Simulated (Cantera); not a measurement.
Input: 1 mol Si₃N₄, 0.11 mol N₂O, 220 mol N₂, equilibrated at 1350 K and 11.0 mbar.

Cantera equilibrium calculation (NASA polynomials, part measured and part estimated; ideal gas, pure solids and liquids). Candidate condensed phases: Si, SiO₂, Si₂N₂O, Si₃N₄; 16 gas species. Mutual solubility and eutectic melting of coexisting phases are not modelled. Kinetics and transport are ignored.

Base state: N₂ 1.00 (mole fractions); condensed: Si₂N₂O(s) + Si₃N₄(s).

### Question
What changes in the equilibrium state with this change: temperature from 1350 K to 2023.15 K?

### Answer
```
species          before     after
--------------  -------  --------
N₂                 1.00     0.994
Si                <1e-9   0.00518
SiO             7.37e-8  0.000492
Si₂N              <1e-9  0.000172
SiN               <1e-9  0.000134
Si₂               <1e-9   5.68e-5
Si₃               <1e-9   1.20e-5
Si₂N₂O(s), mol    0.110         0
Si₃N₄(s), mol     0.927         0
Si(l), mol            0      1.59
```
The tables' values for SiN are old estimates; treat these amounts as uncertain.
